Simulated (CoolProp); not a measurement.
A simple Rankine cycle with isohexane: condensing at 291.15 K, boiler at 2.05 MPa, turbine inlet 511.4 K, turbine efficiency 0.9, pump efficiency 0.6, no recuperator. Each further row changes one setting.

The numbers come from the reference Helmholtz-energy equation of state, Lemmon 2006 in CoolProp. It is a short technical equation, of lower accuracy than the large ones.

```json
[
 {"case": "as stated", "thermal efficiency (%)": "…", "net work (kJ/kg)": "…", "heat in (kJ/kg)": "770", "turbine exit temperature (K)": "421.6", "volume ratio over the turbine": "108"},
 {"case": "turbine inlet 531.4 K", "thermal efficiency (%)": "21.2", "net work (kJ/kg)": "175", "heat in (kJ/kg)": "828", "turbine exit temperature (K)": "443.1", "volume ratio over the turbine": "104"},
 {"case": "condensing temperature 283.15 K", "thermal efficiency (%)": "…", "net work (kJ/kg)": "…", "heat in (kJ/kg)": "787", "turbine exit temperature (K)": "415.7", "volume ratio over the turbine": "154"},
 {"case": "boiler pressure 1.43 MPa", "thermal efficiency (%)": "20.2", "net work (kJ/kg)": "…", "heat in (kJ/kg)": "788", "turbine exit temperature (K)": "432.6", "volume ratio over the turbine": "69.1"},
 {"case": "turbine efficiency 0.8", "thermal efficiency (%)": "…", "net work (kJ/kg)": "146", "heat in (kJ/kg)": "770", "turbine exit temperature (K)": "…", "volume ratio over the turbine": "111"}
]
```

Fill in the missing entries.


- as stated, thermal efficiency (%): 21.5
- as stated, net work (kJ/kg): 165
- condensing temperature 283.15 K, thermal efficiency (%): 22.6
- condensing temperature 283.15 K, net work (kJ/kg): 178
- boiler pressure 1.43 MPa, net work (kJ/kg): 159
- turbine efficiency 0.8, thermal efficiency (%): 19.0
- turbine efficiency 0.8, turbine exit temperature (K): 430.1
